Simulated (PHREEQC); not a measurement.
Solution (90 °C): 0.025 mol/kgw HBr, 0.0042 mol/kgw CuSO4 and 0.14 mol/kgw MgCl2. Closed to the air; pH follows from the charge balance.

Equilibrium calculation in PHREEQC: ion-association model, wateq4f.dat.

No solid was allowed to form.

Order these S species by the share of S that they hold, largest first: MgSO4, HSO4-, CuSO4, SO4-2.

MgSO4 (58 %), HSO4- (30 %), SO4-2 (11 %), CuSO4 (0.15 %)

The pH is 1.75 and the ionic strength 0.443 mol/kgw. Constants without temperature data keep their 25 °C values here.
